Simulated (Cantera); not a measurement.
Charge: 1 mol SiC, 0.19 mol N₂O, 880 mol N₂, equilibrated at 1 atm.

Method: chemical equilibrium by Gibbs-energy minimisation in Cantera with the NASA 1993 tables (ideal gas, pure condensed phases). Candidate condensed phases: C, Si, SiC, SiO₂, Si₂N₂O, Si₃N₄; 34 gas species. Mutual solubility and eutectic melting of coexisting phases are not modelled. Equilibrium is a limit: real reactors are often held back by kinetics, nucleation or transport.

Problem. Which condensed phases are stable at each of these points (T (K)): 1325, 1375, 1425, 1475, 1525, 1575, 1625, 1675, 1725, 1775, 1825, 1875?

Solution. 
```json
[
 {"T (K)": "1325", "condensed phases": "C(graphite) + Si₂N₂O(s) + Si₃N₄(s)", "Si condensed (%)": "100.0"},
 {"T (K)": "1375", "condensed phases": "C(graphite) + Si₂N₂O(s) + Si₃N₄(s)", "Si condensed (%)": "100.0"},
 {"T (K)": "1425", "condensed phases": "C(graphite) + Si₂N₂O(s) + Si₃N₄(s)", "Si condensed (%)": "100.0"},
 {"T (K)": "1475", "condensed phases": "C(graphite) + Si₂N₂O(s) + Si₃N₄(s)", "Si condensed (%)": "100.0"},
 {"T (K)": "1525", "condensed phases": "C(graphite) + Si₂N₂O(s) + Si₃N₄(s)", "Si condensed (%)": "100.0"},
 {"T (K)": "1575", "condensed phases": "C(graphite) + Si₃N₄(s)", "Si condensed (%)": "100.0"},
 {"T (K)": "1625", "condensed phases": "C(graphite) + Si₃N₄(s)", "Si condensed (%)": "100.0"},
 {"T (K)": "1675", "condensed phases": "C(graphite) + Si₃N₄(s)", "Si condensed (%)": "99.9"},
 {"T (K)": "1725", "condensed phases": "SiC(s) + Si₃N₄(s)", "Si condensed (%)": "99.9"},
 {"T (K)": "1775", "condensed phases": "SiC(s) + Si₃N₄(s)", "Si condensed (%)": "99.8"},
 {"T (K)": "1825", "condensed phases": "SiC(s) + Si₃N₄(s)", "Si condensed (%)": "99.5"},
 {"T (K)": "1875", "condensed phases": "SiC(s) + Si₃N₄(s)", "Si condensed (%)": "99.0"}
]
```

From 1325 K to 1525 K the condensed part is C(graphite) + Si₂N₂O(s) + Si₃N₄(s). From 1575 K to 1675 K the condensed part is C(graphite) + Si₃N₄(s). From 1725 K to 1875 K the condensed part is SiC(s) + Si₃N₄(s).
